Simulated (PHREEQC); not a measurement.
Dissolve 56 mmol/kgw HF and 0.18 mmol/kgw NH4HF2 at 20 °C. Closed to the air; pH follows from the charge balance.

The numbers come from PHREEQC with the ion-association model, wateq4f.dat.

Each row changes one thing in this solution. Precipitation was switched off in this run.

```tsv
case	pH	ionic strength (mol/kgw)	HF (mol/kgw)	F- (mol/kgw)	H2F2 (mol/kgw)	HF2- (mol/kgw)
as made	2.25	0.00632	0.0395	0.00551	0.00487	0.000803
NH4HF2 from 0.00018 to 0.000162 mol/kgw	2.24	0.00631	0.0395	0.00551	0.00486	0.000801
diluted 2-fold with water	2.40	0.00437	0.0208	0.00406	0.00135	0.000311
0.0072 mol/kgw KOH added	2.51	[?]	0.0362	[?]	0.00408	0.00127
HF left out	3.90	0.000308	5.20e-5	0.000308	8.41e-9	5.89e-8
HF from 0.056 to 0.28 mol/kgw	1.90	0.0140	0.140	0.00924	0.0610	0.00476
0.0027 mol/kgw (CH3)4NF added	2.33	0.00793	0.0401	0.00691	0.00501	0.00102
NH4HF2 from 0.00018 to 0.0018 mol/kgw	2.29	0.00734	0.0409	0.00638	0.00521	0.000962
0.00067 mol/kgw KOH added	2.27	0.00665	0.0393	0.00581	0.00481	0.000841
```

Question: Complete the blanks.

Answer: 
- 0.0072 mol/kgw KOH added, ionic strength (mol/kgw): 0.0108
- 0.0072 mol/kgw KOH added, F- (mol/kgw): 0.00951

Complexes and solids missing from the database can't appear. wateq4f.dat counts part of the HF as a dimer, H2F2, which phreeqc.dat doesn't know; its constant is uncertain.
